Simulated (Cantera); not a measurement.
A perfectly stirred reactor is fed with CH₄ : H₂ : N₂ = 0.04 : 1 : 0.00063 (molar parts), at 0.0133 bar; it is held at 1525 K, and followed from long to short residence time.

Model: GRI-Mech 3.0 (53 species, 325 reactions), integrated in Cantera. GRI-Mech 3.0 stops at C3 and has no aromatics, soot or wall deposition, so with more carbon than oxygen in the feed, carbon stays in small species such as C2H2 where larger ones or solid carbon would form. Radical loss at walls, strong at low pressure, is not modelled.

Task: What does this change do: H2 1 to 0.24 parts?

Result: 
| quantity | before | after |
|---|---|---|
| x(CH₄) at τ = 0.780 s | 0.0374 | 0.133 |
| x(H₂) at τ = 0.780 s | 0.961 | 0.861 |
| x(C₂H₂) at τ = 0.780 s | 0.000405 | 0.00383 |
| x(C₂H) at τ = 0.780 s | 1.25e-10 | 1.04e-9 |
| x(CH₃) at τ = 0.780 s | 0.000107 | 0.000332 |
| x(CH₄) at τ = 17.0 ms | 0.0384 | 0.142 |
| x(H₂) at τ = 17.0 ms | 0.961 | 0.855 |
| x(C₂H₂) at τ = 17.0 ms | 2.03e-9 | 1.12e-7 |
| x(C₂H) at τ = 17.0 ms | <1e-12 | <1e-12 |
| x(CH₃) at τ = 17.0 ms | 8.09e-6 | 5.35e-5 |

Task: What does this change do: temperature 1525 to 2000 K?

Result: 
| quantity | before | after |
|---|---|---|
| x(CH₄) at τ = 0.780 s | 0.0374 | 0.00293 |
| x(H₂) at τ = 0.780 s | 0.961 | 0.970 |
| x(C₂H₂) at τ = 0.780 s | 0.000405 | 0.0167 |
| x(C₂H) at τ = 0.780 s | 1.25e-10 | 2.89e-6 |
| x(CH₃) at τ = 0.780 s | 0.000107 | 0.000531 |
| x(CH₄) at τ = 17.0 ms | 0.0384 | 0.0258 |
| x(H₂) at τ = 17.0 ms | 0.961 | 0.962 |
| x(C₂H₂) at τ = 17.0 ms | 2.03e-9 | 0.00483 |
| x(C₂H) at τ = 17.0 ms | <1e-12 | 4.00e-7 |
| x(CH₃) at τ = 17.0 ms | 8.09e-6 | 0.00223 |
